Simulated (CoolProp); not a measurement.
R227EA along the isotherm -72.55 °C: Z from the reference equation and from simpler models built on Tc = 101.8 °C, pc = 29.25 bar, ω = 0.358; each cubic takes its own stable root.

The numbers come from the reference Helmholtz-energy equation of state, Lemmon 2016 in CoolProp.

```csv
p (bar),phase,reference,van der Waals,Redlich-Kwong,Soave-Redlich-Kwong,Peng-Robinson
0.0463,liquid,0.0002738,0.9980,0.9970,0.0002997,0.0002663
0.0822,liquid,0.0004862,0.9965,0.9947,0.0005321,0.0004728
0.146,liquid,0.0008635,0.9938,0.9905,0.0009451,0.0008398
0.26,liquid,0.001538,0.9889,(withheld),(withheld),0.001496
0.463,liquid,0.002738,0.9800,0.003108,0.002997,0.002663
0.822,liquid,0.004861,0.9639,0.005518,0.005321,0.004728
1.46,liquid,0.008634,0.01452,(withheld),0.009449,0.008397
2.6,liquid,0.01537,0.02583,0.01744,0.01682,0.01495
4.63,liquid,0.02737,0.04595,0.03104,0.02995,0.02662
8.22,liquid,0.04857,0.08139,0.05506,0.05314,(withheld)
14.6,liquid,0.08620,0.1440,0.09763,0.09428,0.08381
```

Problem. What belongs in the gaps?

Solution. 
- 0.26, Redlich-Kwong: 0.001745
- 0.26, Soave-Redlich-Kwong: 0.001683
- 1.46, Redlich-Kwong: 0.009798
- 8.22, Peng-Robinson: 0.04723

At some of these states van der Waals, Redlich-Kwong gives the other phase, because its saturation line lies elsewhere.
